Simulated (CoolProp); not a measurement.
A Linde-Hampson liquefier for nitrogen: isothermal reversible compression at 300 K from 1 atm to 5 MPa, throttling to 1 atm, return gas leaving the recuperator 5 K below the feed. Each further row changes one setting.

Values from CoolProp's reference Helmholtz-energy equation of state, Span 2000.

```json
[
 {"case": "as stated", "liquid yield per pass": "0.012", "compression work (kJ/kg of gas)": "347"},
 {"case": "high pressure 10 MPa", "liquid yield per pass": "0.033", "compression work (kJ/kg of gas)": "408"},
 {"case": "warm-end temperature 330 K", "liquid yield per pass": "0.006", "compression work (kJ/kg of gas)": "382"},
 {"case": "warm-end gap 10 K", "liquid yield per pass": "no liquid", "compression work (kJ/kg of gas)": "347"}
]
```
